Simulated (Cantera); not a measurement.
What does this Cantera script print?

```python
import numpy as np
import cantera as ct

gas_names = """
    CL CL2 H HCL H2 N NH NH2 NH3 N2 N2H2 N2H4 Si SiCL SiCL2 SiCL3 SiCL4 SiH SiHCL3 SiH2 SiH2CL2 SiH3
    SiH3CL SiH4 SiN Si2 Si2N Si3
""".split()
cond_names = """
    NH4CL(a) NH4CL(b) Si(cr) Si(L) Si3N4(a)
""".split()


# ... load() reads the species with a 1 bar reference pressure and builds the phases ...
atoms = {
    'Si3N4': {'Si': 3, 'N': 4},
    'Cl2': {'CL': 2},
    'H2': {'H': 2},
}
top_T = {'Si3N4(a)': 2400}  # K; cautious upper limits of use, not melting points


# ... equilibrate(T, P, feed) seeds the gas with the atoms and calls Mixture.equilibrate('TP', solver="vcs", rtol=1e-11, max_steps=5000) ...
results = []
T = 1050  # K
P = 4600  # Pa
for m in [2.4, 3.3, 4.5, 6.3, 8.7, 12, 17, 23, 31, 43, 60]:
    feed = {'Si3N4': 1, 'Cl2': 0.67, 'H2': m}  # mol
    mix = equilibrate(T, P, feed)
    results.append((T, P, feed, dict(zip(mix.species_names, mix.species_moles))))

top = {s: max(r[3][s] / sum(r[3][g] for g in gas_names) for r in results) for s in gas_names}
cols = sorted((s for s in top if top[s] > 0.001), key=lambda s: -top[s])[:5]
seen = [c for c in cond_names if any(r[3].get(c, 0) > 1e-12 for r in results)]
print("log10 of partial pressures in bar; condensed amounts in mol")
print(f"{'n(H2)':>10s}" + "".join(f"{s[:9]:>10s}" for s in cols + seen))
for T, P, feed, n in results:
    ng = sum(n[g] for g in gas_names)
    print(f"{feed['H2']:10.4g}" + "".join(f"{np.log10(max(n[s] / ng * P / 1e5, 1e-99)):10.3f}" for s in cols)
          + "".join(f"{n.get(c, 0):10.4g}" for c in seen))
```

Output:

```
log10 of partial pressures in bar; condensed amounts in mol
     n(H2)        H2       HCL     SiCL4        N2  Si3N4(a)
       2.4    -1.537    -1.835    -2.856    -3.022    0.9686
       3.3    -1.491    -1.910    -3.092    -3.255    0.9761
       4.5    -1.454    -1.996    -3.344    -3.502    0.9824
       6.3    -1.424    -2.102    -3.639    -3.790    0.9877
       8.7    -1.401    -2.215    -3.940    -4.082    0.9916
        12    -1.384    -2.335    -4.253    -4.383    0.9943
        17    -1.371    -2.471    -4.604    -4.716    0.9963
        23    -1.362    -2.594    -4.917    -5.007    0.9975
        31    -1.356    -2.717    -5.233    -5.293    0.9982
        43    -1.351    -2.855    -5.585    -5.604    0.9988
        60    -1.347    -2.996    -5.952    -5.913    0.9992
```

Method: chemical equilibrium by Gibbs-energy minimisation in Cantera with the NASA 1993 tables (ideal gas, pure condensed phases). The tables' values for SiCl3 are old estimates; treat these amounts as uncertain.
